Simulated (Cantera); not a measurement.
A closed system holds: 1 mol C3H6, a varied amount of H2, at 798.15 K and 0.250 bar.

Cantera equilibrium calculation (NASA polynomials, part measured and part estimated; ideal gas, pure solids and liquids). Candidate condensed phases: C, C6H6, C7H8, C8H18; 76 gas species. The numbers say what is thermodynamically allowed, not how fast it happens.

**Question.** Which condensed phases are stable at each of these points (n(H2) (mol)): 3.1, 4.8, 7.4, 11, 18, 27, 42, 65?

**Answer.** 
```csv
n(H2) (mol),condensed phases,C condensed (%)
3.1,C(graphite),64.2
4.8,C(graphite),54.2
7.4,C(graphite),38.9
11,C(graphite),17.7
18,gas only,0.0
27,gas only,0.0
42,gas only,0.0
65,gas only,0.0
```

From 3.1 mol H2 to 11 mol H2 the condensed part is C(graphite). From 18 mol H2 to 65 mol H2 nothing is condensed.
